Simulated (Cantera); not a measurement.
A perfectly stirred reactor is fed with NO : N₂ = 1 : 3.2 (molar parts), at 0.987 atm; it is held at 1823 K, and followed from long to short residence time.

Detailed kinetics in Cantera: GRI-Mech 3.0 (53 species, 325 reactions).

Task: What does this change do: temperature 1823 to 2150 K?

Result: 
```csv
quantity,before,after
x(NO) at τ = 3.50 s,0.165,0.0272
x(O₂) at τ = 3.50 s,0.0365,0.105
x(N₂) at τ = 3.50 s,0.799,0.867
x(O) at τ = 3.50 s,3.00e-5,0.000639
x(NO₂) at τ = 3.50 s,0.000167,2.63e-5
x(NO) at τ = 22.0 ms,0.237,0.225
x(O₂) at τ = 22.0 ms,0.000328,0.00644
x(N₂) at τ = 22.0 ms,0.762,0.768
x(O) at τ = 22.0 ms,8.58e-6,0.000214
x(NO₂) at τ = 22.0 ms,6.50e-5,6.94e-5
```

Task: What does this change do: temperature 1823 to 1648 K?

Result: 
```csv
quantity,before,after
x(NO) at τ = 3.50 s,0.165,0.220
x(O₂) at τ = 3.50 s,0.0365,0.00909
x(N₂) at τ = 3.50 s,0.799,0.771
x(O) at τ = 3.50 s,3.00e-5,2.70e-6
x(NO₂) at τ = 3.50 s,0.000167,0.000175
x(NO) at τ = 22.0 ms,0.237,0.238
x(O₂) at τ = 22.0 ms,0.000328,3.05e-5
x(N₂) at τ = 22.0 ms,0.762,0.762
x(O) at τ = 22.0 ms,8.58e-6,8.41e-7
x(NO₂) at τ = 22.0 ms,6.50e-5,5.38e-5
```
